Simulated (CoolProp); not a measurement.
R1224YDZ at several states: fugacity coefficient from the reference equation and from simpler models built on Tc = 155.5 °C, pc = 3334 kPa, ω = 0.325; each cubic takes its own stable root.

Values from CoolProp's reference Helmholtz-energy equation of state, Akasaka 2023.

```tsv
T (°C)	p (kPa)	phase	reference	van der Waals	Redlich-Kwong	Soave-Redlich-Kwong	Peng-Robinson
180.35	355	gas	0.9699	0.9725	0.9694	0.9705	0.9668
18.25	1160	liquid	0.09885	0.4524	0.1911	0.1003	0.09972
19.25	24.9	gas	0.9893	0.9946	0.9926	0.9916	0.9912
16.75	291	liquid	0.3590	0.9357	0.6977	0.3626	0.3626
```

At some of these states van der Waals gives the other phase, because its saturation line lies elsewhere.
